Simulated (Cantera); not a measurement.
# Adiabatic ignition

An adiabatic, constant-pressure homogeneous reactor starts with CH4 : H2 : O2 : N2 = 1 : 0.9 : 3.06 : 11.5 (molar parts), equivalence ratio 0.80, at 1500 K and 0.270 bar.

Cantera simulation using GRI-Mech 3.0 (53 species, 325 reactions); the numbers are that mechanism's predictions, not measurements.

```tsv
t (s)	T (K)	x CH4	x H2	x O2	x NO	x HCN
2.00e-6	1500	0.0608	0.0547	0.186	<1e-12	<1e-12
4.80e-6	1500	0.0608	0.0547	0.186	<1e-12	<1e-12
1.15e-5	1500	0.0608	0.0547	0.186	<1e-12	<1e-12
2.76e-5	1500	0.0608	0.0547	0.186	<1e-12	<1e-12
6.62e-5	1500	0.0607	0.0547	0.186	<1e-12	<1e-12
0.000159	1500	0.0606	0.0546	0.186	<1e-12	<1e-12
0.000381	1726	0.0315	0.0562	0.153	2.24e-8	5.96e-8
0.000913	2371	<1e-12	0.0190	0.0494	0.000178	3.40e-12
0.00219	2549	<1e-12	0.0147	0.0464	0.00103	1.71e-11
0.00525	2604	<1e-12	0.0131	0.0443	0.00359	4.76e-11
0.0126	2601	<1e-12	0.0132	0.0425	0.00784	8.09e-11
0.0302	2599	<1e-12	0.0132	0.0412	0.0108	1.03e-10
0.0725	2598	<1e-12	0.0132	0.0410	0.0112	1.06e-10
0.174	2598	<1e-12	0.0132	0.0410	0.0112	1.06e-10
0.417	2598	<1e-12	0.0132	0.0410	0.0112	1.06e-10
1.00	2598	<1e-12	0.0132	0.0410	0.0112	1.06e-10
```
x: mole fraction; the columns are a selection and need not sum to one.

```yaml
time_of_steepest_temperature_rise: 0.405 ms
temperature at 1.00 s: 2598 K
equilibrium_temperature: 2598 K
x(CH4) at 1.00 s: <1e-12 (gas-phase equilibrium <1e-12)
x(H2) at 1.00 s: 0.0132 (gas-phase equilibrium 0.0132)
x(O2) at 1.00 s: 0.0410 (gas-phase equilibrium 0.0410)
```
